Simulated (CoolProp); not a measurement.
Model: reference Helmholtz-energy equation of state, Lemmon 2006, in CoolProp. It is a short technical equation, of lower accuracy than the large ones.

**Question.** For CH3F (R41), give the phase and the cp (kJ/(kg K)), isothermal compressibility (1/MPa) at 363.5 K and 7.05 MPa; 372.3 K and 7.05 MPa; 416.2 K and 7.05 MPa.

**Answer.** 
- 363.5 K and 7.05 MPa: supercritical; cp 2.38, isothermal compressibility 0.219
- 372.3 K and 7.05 MPa: supercritical; cp 2.18, isothermal compressibility 0.205
- 416.2 K and 7.05 MPa: supercritical; cp 1.79, isothermal compressibility 0.173
